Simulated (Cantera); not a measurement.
**Catalytic combustion on Pt**

An isothermal plug-flow reactor at 600 K and 0.434 atm (inlet), inlet velocity 0.79 m/s, active area per volume 740 1/m; feed H2 : O2 : N2 : H2O = 0.0081 : 0.017 : 0.79 : 0.0055 (molar parts), equivalence ratio 0.24.

Cantera simulation using Deutschmann's 1995 Pt surface mechanism with GRI-Mech 3.0 gas chemistry; the numbers are that mechanism's predictions, not measurements. Catalytic surfaces can have several steady states; this one follows from the mechanism file's or the stated starting coverage. Mass transfer to the wall is taken as infinitely fast.

```csv
z (m),x H2,x O2,x H2O,θ free Pt,θ O*,θ OH*
0.00014,0.00219,0.0169,0.0144,0.213,0.773,0.0144
0.0003,0.00112,0.0164,0.0155,0.112,0.877,0.0113
0.00064,0.000540,0.0161,0.0161,0.0551,0.937,0.00829
0.0014,0.000249,0.0160,0.0164,0.0258,0.968,0.00580
0.003,0.000114,0.0159,0.0165,0.0124,0.983,0.00407
0.0064,5.03e-5,0.0159,0.0166,0.00652,0.991,0.00296
0.014,1.77e-5,0.0159,0.0166,0.00406,0.994,0.00234
```
x: gas mole fraction; θ: surface coverage.
